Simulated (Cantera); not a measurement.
**Fe + H₂S + H₂ (metals in furnace atmospheres)**

A closed system holds: 1 mol Fe, 0.0012 mol H₂S, 1.5 mol H₂, at 0.0900 Torr.

These are equilibrium values from Cantera (NASA tables, ideal gas, pure condensed phases), not measurements of a reactor. Candidate condensed phases: Fe, FeS, FeS₂, S; 8 gas species. FeS: taken at fixed stoichiometry. Equilibrium is a limit: real reactors are often held back by kinetics, nucleation or transport.

| T (°C) | log p H₂ | log p H₂S | log p H | log p Fe | log p SH | log p S₂ | n Fe(α) | n FeS(s) | n Fe(γ) |
|---|---|---|---|---|---|---|---|---|---|
| 600 | -3.92 | -7.38 | -12.29 | <-15 | -11.88 | -12.54 | 0.999 | 0.000674 | 0 |
| 650 | -3.92 | -7.16 | -11.57 | -15.61 | -11.14 | -11.53 | 1.000 | 0.000343 | 0 |
| 700 | -3.92 | -7.02 | -10.93 | -14.42 | -10.52 | -10.72 | 1.00 | 0 | 0 |
| 750 | -3.92 | -7.02 | -10.34 | -13.35 | -10.08 | -10.25 | 1.00 | 0 | 0 |
| 800 | -3.92 | -7.02 | -9.81 | -12.38 | -9.69 | -9.82 | 1.00 | 0 | 0 |
| 850 | -3.92 | -7.02 | -9.33 | -11.51 | -9.34 | -9.44 | 1.00 | 0 | 0 |
| 900 | -3.92 | -7.03 | -8.89 | -10.71 | -9.02 | -9.10 | 1.00 | 0 | 0 |
| 950 | -3.92 | -7.04 | -8.48 | -9.98 | -8.73 | -8.79 | 0 | 0 | 1.000 |
| 1000 | -3.92 | -7.06 | -8.11 | -9.30 | -8.48 | -8.53 | 0 | 0 | 1.000 |
| 1050 | -3.92 | -7.10 | -7.76 | -8.68 | -8.25 | -8.31 | 0 | 0 | 1.000 |
| 1100 | -3.92 | -7.14 | -7.44 | -8.11 | -8.06 | -8.14 | 0 | 0 | 1.000 |
| 1150 | -3.92 | -7.20 | -7.14 | -7.57 | -7.90 | -8.02 | 0 | 0 | 1.000 |
log p: log10 of the partial pressure in bar; n: condensed amount in mol.

From 600 °C to 650 °C the condensed part is Fe(α) + FeS(s). From 700 °C to 900 °C the condensed part is Fe(α). From 950 °C to 1150 °C the condensed part is Fe(γ).
